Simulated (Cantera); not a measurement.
Input: 1 mol B2H6, 14 mol H2O, 0.24 mol H2, 5.3 mol N2, at 1473.15 K.

Equilibrium computed with Cantera from the NASA thermochemical tables; the gas is ideal and each condensed phase is pure. Candidate condensed phases: B, BN, B2O3, B3O3H3, H2O; 39 gas species. The feed counts by its element totals alone. Gases not in the tables: H3BO3. Rates play no part.

log p: log10 of the partial pressure in bar; n: condensed amount in mol.

```tsv
P (Pa)	log p H2O	log p H2	log p N2	log p HBO2	log p (HBO2)3	n B2O3(l)
10	-4.37	-4.58	-4.65	-5.08	-12.37	0
37	-3.80	-4.01	-4.08	-4.51	-10.67	0
140	…	…	…	…	…	0
520	-2.66	-2.86	-2.93	-3.36	-7.23	0
1900	-2.09	-2.30	-2.37	-2.80	-5.54	0
7200	…	…	…	…	…	…
27000	-0.90	-1.13	-1.20	-2.17	-3.65	0.685
100000	-0.32	-0.56	-0.63	-1.88	-2.79	0.795
```

**Question.** What belongs in the gaps?

**Answer.** 
- 7200, log p H2O: -1.49
- 7200, log p H2: -1.71
- 7200, log p N2: -1.78
- 7200, log p HBO2: -2.46
- 7200, log p (HBO2)3: -4.54
- 7200, n B2O3(l): 0.431
- 140, log p H2O: -3.23
- 140, log p H2: -3.43
- 140, log p N2: -3.50
- 140, log p HBO2: -3.93
- 140, log p (HBO2)3: -8.93
